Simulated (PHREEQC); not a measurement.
A solution holds 0.95 mmol/kgw K2SO4, at 25 °C. Closed to the air; pH follows from the charge balance.

Computed with PHREEQC (ion-association model, phreeqc.dat).

| Quantity | Value |
|---|---|
| ionic strength | 0.00283 mol/kgw |
| specific conductance | 273 µS/cm |

```
species  molality  activity   log γ
-------  --------  --------  ------
K+        0.00189   0.00178  -0.026
SO4-2    0.000940  0.000747  -0.100
KSO4-     9.90e-6   9.35e-6  -0.025
OH-       1.10e-7   1.04e-7  -0.026
H+        1.03e-7   9.74e-8  -0.023
HSO4-     7.49e-9   7.07e-9  -0.025
```

No solid was allowed to form.
